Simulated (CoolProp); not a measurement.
Saturation properties of R365MFC.

Values from CoolProp's reference Helmholtz-energy equation of state, Lemmon 2016.

```csv
T (°C),p (kPa),liquid density (kg/m³),liquid cp (kJ/(kg K)),vapour Z,surface tension (mN/m)
40.65,103.0,1223,1.409,0.9537,13.3
51.85,151.4,1198,1.434,0.9392,12.1
63.05,215.9,1171,1.460,0.9220,10.9
74.25,299.9,1144,1.489,0.9019,9.73
85.35,406.0,1116,1.521,0.8791,8.58
96.55,539.8,1085,1.557,0.8527,7.45
107.75,704.7,1053,1.598,0.8227,6.34
118.85,903.3,1018,1.648,0.7889,5.28
130.05,1144,979.9,1.710,0.7499,4.25
141.25,1432,937.2,1.792,0.7050,3.26
152.45,1773,888.1,1.915,0.6524,2.32
163.55,2172,829.5,2.130,0.5897,1.45
```

It boils at 40.2 °C under 1 atm.

Surface tension comes from a separate correlation (Mulero 2012).
